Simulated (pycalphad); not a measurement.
CALPHAD calculation (pycalphad, COST 507 light-alloy database (1999)), 1 atm. The database dates from 1999; later assessments differ in places, in temperatures and in the compounds included.

Question: How does the equilibrium phase assembly of Al-53.8Si (wt.%) change on cooling from 2350 K to 550 K?

Answer: 
```tsv
T (K)	phases above	phases below
1363.8	LIQUID	DIAMOND_A4 + LIQUID
850.2	DIAMOND_A4 + LIQUID	DIAMOND_A4 + FCC_A1
```
Changes were sought between steps of 75 K, so a narrower field can be missed.

FCC_A1 is fcc; DIAMOND_A4 is diamond (Si).
